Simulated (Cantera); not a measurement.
A closed system holds: 1 mol SiCl₄, 0.0063 mol C₃H₈, 780 mol H₂, at 1748.15 K and 435 Torr.

These are equilibrium values from Cantera (NASA tables, ideal gas, pure condensed phases), not measurements of a reactor. Candidate condensed phases: C, C₆H₆, C₇H₈, C₈H₁₈, Si, SiC; 109 gas species. Mutual solubility and eutectic melting of coexisting phases are not modelled. Gases not in the tables: Si₂H₆ and higher silanes. Kinetics and transport are ignored.

Base state: H₂ 0.995, HCl 0.00495, H 0.000300, SiCl₂ 8.19e-5, SiH₂ 2.04e-5 (mole fractions); condensed: Si(l) + SiC(s).

Task: What changes in the equilibrium state with this change: SiCl₄ replaced by (CH₃)₂SiCl₂?

Result: 
```
species            before     after
----------------  -------  --------
H₂                  0.995     0.997
HCl               0.00495   0.00255
CH₄               9.95e-6  0.000529
SiCl₂             8.19e-5   4.10e-7
C₂H₂ (acetylene)  4.00e-8  0.000113
SiH₂              2.04e-5   3.86e-7
Si(l), mol          0.902         0
SiC(s), mol        0.0110     0.999
C(graphite), mol        0     0.422
```
The feed counts by its element totals alone.
